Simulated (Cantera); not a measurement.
Feed: 1 mol SiC, 0.6 mol C, 3.6 mol N₂, held at 2573.15 K and 0.0200 bar.

These are equilibrium values from Cantera (NASA tables, ideal gas, pure condensed phases), not measurements of a reactor. Candidate condensed phases: C, Si, SiC, Si₃N₄; 20 gas species. The tables' values for SiN are old estimates; treat these amounts as uncertain. The numbers say what is thermodynamically allowed, not how fast it happens.

Base state: N₂ 0.826, Si 0.114, SiC₂ 0.0364, Si₂C 0.0196, SiN 0.00133, CN 0.00119, Si₂ 0.000959, Si₂N 0.000318 (mole fractions); condensed: C(graphite) + SiC(s).

Task: What changes in the equilibrium state with this change: temperature from 2573.15 K to 1750 K?

Result: 
```json
[
 {"species": "N₂", "before": "0.826", "after": "1.000"},
 {"species": "Si", "before": "0.114", "after": "1.43e-6"},
 {"species": "C₂N₂", "before": "9.82e-5", "after": "1.24e-7"},
 {"species": "SiC₂", "before": "0.0364", "after": "1.54e-8"},
 {"species": "Si₂C", "before": "0.0196", "after": "1.15e-8"},
 {"species": "Si₂", "before": "0.000959", "after": "<1e-9"},
 {"species": "Si₂N", "before": "0.000318", "after": "3.37e-9"},
 {"species": "SiC", "before": "7.51e-5", "after": "<1e-9"},
 {"species": "C₃", "before": "7.50e-5", "after": "<1e-9"},
 {"species": "Si₃", "before": "4.57e-5", "after": "<1e-9"},
 {"species": "C(graphite), mol", "before": "1.04", "after": "0.600"},
 {"species": "SiC(s), mol", "before": "0.155", "after": "1.000"}
]
```
